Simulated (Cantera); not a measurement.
Stirred combustor or abatement burner

A perfectly stirred reactor is fed with CH₄ : CO : O₂ : N₂ : H₂O = 1 : 0.16 : 2.74 : 17.2 : 5 (molar parts), at 0.987 atm; it is adiabatic with a 500 K inlet, and is followed from long to short residence time, starting on the burning branch (τ in s: 0.19, 0.068, 0.024, 0.0084, 0.003, 0.001, 0.00037, 0.00013, 4.6e-05, 1.6e-05).

Cantera simulation using GRI-Mech 3.0 (53 species, 325 reactions); the numbers are that mechanism's predictions, not measurements.

```json
[
 {"τ (s)": "0.19", "T (K)": "1410", "x CH₄": "2.88e-5", "x CO": "0.000317", "x O₂": "0.0256", "x H₂": "0.000137", "x CO₂": "0.0442", "x CH₂CO": "3.39e-8", "x NO": "4.11e-7"},
 {"τ (s)": "0.068", "T (K)": "1405", "x CH₄": "5.75e-5", "x CO": "0.000663", "x O₂": "0.0259", "x H₂": "0.000273", "x CO₂": "0.0438", "x CH₂CO": "9.03e-8", "x NO": "4.14e-7"},
 {"τ (s)": "0.024", "T (K)": "1395", "x CH₄": "0.000124", "x CO": "0.00145", "x O₂": "0.0265", "x H₂": "0.000543", "x CO₂": "0.0429", "x CH₂CO": "2.49e-7", "x NO": "4.29e-7"},
 {"τ (s)": "0.0084", "T (K)": "1369", "x CH₄": "0.000339", "x CO": "0.00369", "x O₂": "0.0284", "x H₂": "0.00113", "x CO₂": "0.0404", "x CH₂CO": "9.68e-7", "x NO": "3.82e-7"},
 {"τ (s)": "0.0030", "T (K)": "500", "x CH₄": "0.0383", "x CO": "0.00613", "x O₂": "0.105", "x H₂": "<1e-12", "x CO₂": "<1e-12", "x CH₂CO": "<1e-12", "x NO": "<1e-12"},
 {"τ (s)": "0.0010", "T (K)": "500", "x CH₄": "0.0383", "x CO": "0.00613", "x O₂": "0.105", "x H₂": "<1e-12", "x CO₂": "<1e-12", "x CH₂CO": "<1e-12", "x NO": "<1e-12"},
 {"τ (s)": "0.00037", "T (K)": "500", "x CH₄": "0.0383", "x CO": "0.00613", "x O₂": "0.105", "x H₂": "<1e-12", "x CO₂": "<1e-12", "x CH₂CO": "<1e-12", "x NO": "<1e-12"},
 {"τ (s)": "0.00013", "T (K)": "500", "x CH₄": "0.0383", "x CO": "0.00613", "x O₂": "0.105", "x H₂": "<1e-12", "x CO₂": "<1e-12", "x CH₂CO": "<1e-12", "x NO": "<1e-12"},
 {"τ (s)": "4.6e-5", "T (K)": "500", "x CH₄": "0.0383", "x CO": "0.00613", "x O₂": "0.105", "x H₂": "<1e-12", "x CO₂": "<1e-12", "x CH₂CO": "<1e-12", "x NO": "<1e-12"},
 {"τ (s)": "1.6e-5", "T (K)": "500", "x CH₄": "0.0383", "x CO": "0.00613", "x O₂": "0.105", "x H₂": "<1e-12", "x CO₂": "<1e-12", "x CH₂CO": "<1e-12", "x NO": "<1e-12"}
]
```
x: mole fraction; the columns are a selection and need not sum to one.
